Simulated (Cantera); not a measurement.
A Cantera script and what it prints.

```python
import numpy as np
import cantera as ct

gas_names = """
    B BH BH2 BH3 BN BO BO2 B2 B2O B2O2 B2O3 B3O3H3 H HBO HBO2 HNO HNO2 HNO3 HO2 H2 H2O H2O2 H3B3O6 N NH
    NH2 NH3 NH2OH NO NO2 NO3 N2 N2H2 N2H4 N2O O OH O2 O3
""".split()
cond_names = """
    B(b) B(L) BN(s) B2O3(L) B3O3H3(cr) H2O(s) H2O(L)
""".split()


def load(file, names, dense=False):
    # The tables refer to 1 bar. Condensed volumes are neglected.
    table = {s.name: s for s in ct.Species.list_from_file(file)}
    out = []
    for n in names:
        d = dict(table[n].input_data)
        d["thermo"] = dict(d["thermo"], **{"reference-pressure": 1e5})
        if dense:
            d["equation-of-state"] = {"model": "constant-volume", "density": "1e6 g/cm^3"}
        out.append(ct.Species.from_dict(d))
    return out


gas = ct.Solution(thermo="ideal-gas", species=load("nasa_gas.yaml", gas_names))
cond = {s.name: ct.Solution(thermo="fixed-stoichiometry", species=[s], name=s.name)
        for s in load("nasa_condensed.yaml", cond_names, dense=True)}
atoms = {
    'B2H6': {'B': 2, 'H': 6},
    'H2O': {'H': 2, 'O': 1},
    'N2': {'N': 2},
}
top_T = {'BN(s)': 3200}  # K; cautious upper limits of use, not melting points


def equilibrate(T, P, feed):
    n = {}
    for name, mol in feed.items():
        for a, k in atoms[name].items():
            n[a] = n.get(a, 0.0) + k * mol
    gas.TPX = T, P, n
    mass = sum(n.values()) * gas.mean_molecular_weight
    gas.equilibrate("TP")
    valid = [c for c in cond.values() if c.min_temp <= T <= top_T.get(c.name, c.max_temp)]
    mix = ct.Mixture([(gas, mass / gas.mean_molecular_weight)] + [(c, 0.0) for c in valid])
    mix.T, mix.P = T, P
    mix.equilibrate("TP", solver="vcs", rtol=1e-11, max_steps=5000)
    return mix


results = []
feed = {'B2H6': 1, 'H2O': 2.7, 'N2': 26}  # mol
P = 11  # Pa
for T in [823, 923, 1023, 1123, 1223, 1323, 1423, 1523, 1623, 1723, 1823, 1923, 2023]:
    mix = equilibrate(T, P, feed)
    results.append((T, P, feed, dict(zip(mix.species_names, mix.species_moles))))

top = {s: max(r[3][s] / sum(r[3][g] for g in gas_names) for r in results) for s in gas_names}
cols = sorted((s for s in top if top[s] > 0.0001), key=lambda s: -top[s])[:6]
seen = [c for c in cond_names if any(r[3].get(c, 0) > 1e-12 for r in results)]
print("log10 of partial pressures in bar; condensed amounts in mol")
print(f"{'T/K':>10s}" + "".join(f"{s[:9]:>10s}" for s in cols + seen))
for T, P, feed, n in results:
    ng = sum(n[g] for g in gas_names)
    print(f"{T:10.4g}" + "".join(f"{np.log10(max(n[s] / ng * P / 1e5, 1e-99)):10.3f}" for s in cols)
          + "".join(f"{n.get(c, 0):10.4g}" for c in seen))
```

It prints:

```
log10 of partial pressures in bar; condensed amounts in mol
       T/K        N2        H2         H        BO      B2O3       HBO     BN(s)   B2O3(L)
       823    -4.045    -4.703   -13.486   -20.547   -15.983   -13.860    0.2017    0.8991
       923    -4.045    -4.703   -11.963   -17.144   -13.215   -11.829    0.2017    0.8991
      1023    -4.045    -4.703   -10.734   -14.416   -11.008   -10.205     0.202    0.8984
      1123    -4.045    -4.703    -9.722   -12.183    -9.209    -8.877    0.2037    0.8945
      1223    -4.045    -4.704    -8.874   -10.321    -7.716    -7.772    0.2095    0.8726
      1323    -4.047    -4.710    -8.155    -8.747    -6.459    -6.842    0.2181    0.7156
      1423    -4.058    -4.732    -7.543    -7.489    -5.659    -6.144    0.1384         0
      1523    -4.059    -4.738    -7.005    -6.784    -5.724    -5.919         0         0
      1623    -4.060    -4.743    -6.532    -6.355    -5.752    -5.909         0         0
      1723    -4.062    -4.752    -6.115    -6.016    -5.796    -5.942         0         0
      1823    -4.065    -4.769    -5.748    -5.770    -5.869    -6.031         0         0
      1923    -4.071    -4.803    -5.427    -5.605    -5.985    -6.175         0         0
      2023    -4.079    -4.863    -5.153    -5.495    -6.153    -6.358         0         0
```

Equilibrium computed with Cantera from the NASA thermochemical tables; the gas is ideal and each condensed phase is pure. The feed counts by its element totals alone. N2 is the only nitrogen source here; it is nearly inert below about 1500 K, so the nitride shown seldom forms there in practice. Mutual solubility and eutectic melting of coexisting phases are not modelled.
